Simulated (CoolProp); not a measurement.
A closed Brayton cycle with carbon dioxide: compressor inlet 313.15 K and 9.5 MPa, high pressure 19.5 MPa, turbine inlet 800 K, compressor efficiency 0.8, turbine efficiency 0.9, recuperator effectiveness 0.95 (on enthalpy, no pinch check). Each further row changes one setting.

Computed with CoolProp (reference Helmholtz-energy equation of state, Span 1996).

| case | thermal efficiency (%) | net work (kJ/kg) | compressor to turbine work | compressor exit (K) | turbine exit (K) |
|---|---|---|---|---|---|
| as stated | 32.9 | 73.7 | 0.21 | 339.6 | 714.5 |
| turbine inlet 750 K | 31.3 | ___ | ___ | 339.6 | 667.6 |
| compressor inlet 323.15 K | 32.6 | 62.6 | 0.33 | 373.7 | 714.5 |
| high pressure 16.6 MPa | 30.2 | ___ | 0.19 | 333.3 | 733.3 |
| recuperator effectiveness 0.5 | ___ | 73.7 | 0.21 | 339.6 | 714.5 |

Problem. Complete the blanks.

Solution. 
- turbine inlet 750 K, net work (kJ/kg): 67.0
- turbine inlet 750 K, compressor to turbine work: 0.23
- high pressure 16.6 MPa, net work (kJ/kg): 59.1
- recuperator effectiveness 0.5, thermal efficiency (%): 17.0
